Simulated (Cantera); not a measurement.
An adiabatic, constant-pressure homogeneous reactor starts with 5.09 % CO, 3.10 % H2, 3.31 % CH4, 16.7 % O2, 71.8 % N2, equivalence ratio 0.64, at 1200 K and 2.40 bar.

Computed with Cantera and GRI-Mech 3.0 (53 species, 325 reactions).

Predict: time of steepest temperature rise; temperature at 0.300 s; equilibrium temperature; x(CO) at 0.300 s; x(H2) at 0.300 s; x(O) at 0.300 s; x(NO2) at 0.300 s; x(H) at 0.300 s.


```json
{
  "time_of_steepest_temperature_rise": "0.401 ms",
  "temperature at 0.300 s": "2398 K",
  "equilibrium_temperature": "2398 K",
  "x(CO) at 0.300 s": "0.00465 (gas-phase equilibrium 0.00465)",
  "x(H2) at 0.300 s": "0.000925 (gas-phase equilibrium 0.000925)",
  "x(O) at 0.300 s": "0.00135 (gas-phase equilibrium 0.00135)",
  "x(NO2) at 0.300 s": "7.92e-6 (gas-phase equilibrium 7.92e-6)",
  "x(H) at 0.300 s": "0.000312 (gas-phase equilibrium 0.000312)"
}
```
